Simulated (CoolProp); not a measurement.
A simple Rankine cycle with isobutene: condensing at 320.15 K, boiler at 3.37 MPa, turbine inlet 409.5 K, turbine efficiency 0.85, pump efficiency 0.8, no recuperator. Each further row changes one setting.

Model: reference Helmholtz-energy equation of state, Lemmon 2005, in CoolProp. It is a short technical equation, of lower accuracy than the large ones.

```
case                             thermal efficiency (%)  net work (kJ/kg)  heat in (kJ/kg)  turbine exit temperature (K)  volume ratio over the turbine
-------------------------------  ----------------------  ----------------  ---------------  ----------------------------  -----------------------------
as stated                                          13.0              52.9              406                         330.7                           8.27
turbine inlet 429.5 K                              13.5              64.2              477                         361.5                           7.03
condensing temperature 312.15 K                    14.2              60.4              426                         324.3                           10.2
boiler pressure 2.36 MPa                           11.5              52.9              459                         358.5                           4.58
turbine efficiency 0.75                            11.3              46.0              406                         334.3                           8.41
```
